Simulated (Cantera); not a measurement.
**Silicates and aluminates: SiO2 + MgO + O2 + MgCl2**

Feed: 1 mol SiO2, a varied amount of MgO, 8.7 mol O2, 0.33 mol MgCl2, held at 700 K and 10.0 mbar.

Cantera equilibrium calculation (NASA polynomials, part measured and part estimated; ideal gas, pure solids and liquids). Candidate condensed phases: Mg, MgCl2, MgO, MgSiO3, Mg2SiO4, Si, SiO2; 20 gas species. Condensed phases not in the tables: alloys, solid solutions and most ternary compounds. The numbers say what is thermodynamically allowed, not how fast it happens.

From 0.29 mol MgO to 0.6 mol MgO the condensed part is MgSiO3(s) + SiO2(α-quartz). From 0.75 mol MgO to 1.5 mol MgO the condensed part is MgSiO3(s) + Mg2SiO4(s). From 1.7 mol MgO to 1.8 mol MgO the condensed part is MgO(s) + Mg2SiO4(s).

```
n(MgO) (mol)   x O2   x Cl2     x Cl    x ClO  n MgSiO3(s)  n SiO2(α-quartz)  n Mg2SiO4(s)  n MgO(s)
------------  -----  ------  -------  -------  -----------  ----------------  ------------  --------
0.29          0.963  0.0372  1.28e-6  2.43e-8        0.620             0.380             0         0
0.45          0.963  0.0372  1.28e-6  2.43e-8        0.780             0.220             0         0
0.6           0.963  0.0372  1.28e-6  2.43e-8        0.930            0.0700             0         0
0.75          0.963  0.0372  1.28e-6  2.43e-8        0.920                 0        0.0800         0
0.9           0.963  0.0372  1.28e-6  2.43e-8        0.770                 0         0.230         0
1.1           0.963  0.0372  1.28e-6  2.43e-8        0.570                 0         0.430         0
1.2           0.963  0.0372  1.28e-6  2.43e-8        0.470                 0         0.530         0
1.4           0.963  0.0372  1.28e-6  2.43e-8        0.270                 0         0.730         0
1.5           0.963  0.0372  1.28e-6  2.43e-8        0.170                 0         0.830         0
1.7           0.963  0.0372  1.28e-6  2.43e-8            0                 0          1.00    0.0300
1.8           0.963  0.0372  1.28e-6  2.43e-8            0                 0          1.00     0.130
```
x: gas mole fraction; n: condensed amount in mol.
